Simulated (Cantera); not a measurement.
A freely propagating, adiabatic, planar premixed flame of CH₄ : O₂ : N₂ = 1 : 2.06 : 7.75 (molar parts), equivalence ratio 0.97, unburnt at 698 K and 0.560 bar; mixture-averaged transport, grid criteria slope 0.08 and curve 0.16, no radiation.

Detailed kinetics in Cantera: GRI-Mech 3.0 (53 species, 325 reactions). Burning velocities carry a grid error of a few per cent, more on coarse grids.

**Question.** How do the results move with these cheaper or finer settings: unity-Lewis-number transport; multicomponent transport; multicomponent+Soret transport; grid criteria slope 0.5, curve 1; grid criteria slope 0.25, curve 0.5; grid criteria slope 0.03, curve 0.06?

**Answer.** 
| setting | laminar burning velocity | thermal thickness | peak x(O) | peak x(C₂H₂) | grid points |
|---|---|---|---|---|---|
| as above | 201 cm/s | 0.505 mm | 0.00678 | 0.000154 | 158 |
| unity-Lewis-number transport | 141 cm/s | 0.576 mm | 0.00746 | 0.000100 | 137 |
| multicomponent transport | 201 cm/s | 0.512 mm | 0.00679 | 0.000157 | 159 |
| multicomponent+Soret transport | 199 cm/s | 0.510 mm | 0.00683 | 0.000147 | 161 |
| grid criteria slope 0.5, curve 1 | 217 cm/s | 0.562 mm | 0.00714 | 0.000153 | 46 |
| grid criteria slope 0.25, curve 0.5 | 207 cm/s | 0.527 mm | 0.00689 | 0.000153 | 63 |
| grid criteria slope 0.03, curve 0.06 | 198 cm/s | 0.500 mm | 0.00670 | 0.000154 | 368 |
The base run took roughly 9 core-seconds.
Unity Lewis numbers drop preferential diffusion, which matters most where H2 and H carry the flame; Soret adds thermal diffusion.
